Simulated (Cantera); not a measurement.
Input: 1 mol Si, 2.1 mol Cl₂, a varied amount of H₂, at 75.0 Torr.

Method: chemical equilibrium by Gibbs-energy minimisation in Cantera with the NASA 1993 tables (ideal gas, pure condensed phases). Candidate condensed phases: Si; 19 gas species. The tables' values for SiCl₃ are old estimates. Equilibrium is a limit: real reactors are often held back by kinetics, nucleation or transport.

Stable condensed phases, one row left out:

```
T in K \ n(H₂) in mol
          0.4 0.66  1.1  1.8  2.9  4.7  7.7   13   21   34   55   90
   1150     A    A    A    A    A    A    A    B    B    B    B    B
   1125     A    A    A    A    A    A    A    A    B    B    B    B
   1100     A    A    A    A    A    A    A    A    B    B    B    B
   1075     A    A    A    A    A    A    A    A    B    B    B    B
   1050     A    A    A    A    A    A    A    A    A    B    B    B
   1000     A    A    A    A    A    A    A    A    A    A    B    B
    975     A    A    A    A    A    A    A    A    A    A    A    B
    950     A    A    A    A    A    A    A    A    A    A    A    A
    925     A    A    A    A    A    A    A    A    A    A    A    A
    900     A    A    A    A    A    A    A    A    A    A    A    A
    875     A    A    A    A    A    A    A    A    A    A    A    A
    850     A    A    A    A    A    A    A    A    A    A    A    A
    825     A    A    A    A    A    A    A    A    A    A    A    A
```

A: gas only; B: Si.

Task: Give the row for 1025 K.

Result: 0.4: gas only; 0.66: gas only; 1.1: gas only; 1.8: gas only; 2.9: gas only; 4.7: gas only; 7.7: gas only; 13: gas only; 21: gas only; 34: gas only; 55: Si; 90: Si.
